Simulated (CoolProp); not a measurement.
Properties of the fluoroketone C6F12O (FK-5-1-12) along the isotherm 155.05 °C (Tc = 168.7 °C, pc = 1.869 MPa, ω = 0.471).

Computed with CoolProp (reference Helmholtz-energy equation of state, McLinden 2015).

```tsv
p (MPa)	phase	density (kg/m³)	isothermal compressibility (1/MPa)	expansivity (1/kK)	fugacity coefficient
0.0668	gas	6.015	15.19	2.460	0.9860
0.134	gas	12.25	7.686	2.595	0.9721
0.2	gas	18.55	5.231	2.740	0.9584
0.267	gas	25.16	3.986	2.900	0.9446
0.334	gas	32.00	3.244	3.076	0.9309
0.401	gas	39.08	2.755	3.271	0.9172
0.467	gas	46.32	2.414	3.483	0.9038
0.534	gas	53.96	2.159	3.723	0.8902
0.601	gas	61.94	1.965	3.993	0.8766
0.668	gas	70.29	1.815	4.298	0.8631
0.734	gas	78.92	1.700	4.641	0.8498
0.801	gas	88.16	1.608	5.043	0.8362
0.868	gas	97.94	1.538	5.513	0.8227
0.935	gas	108.4	1.486	6.071	0.8091
```
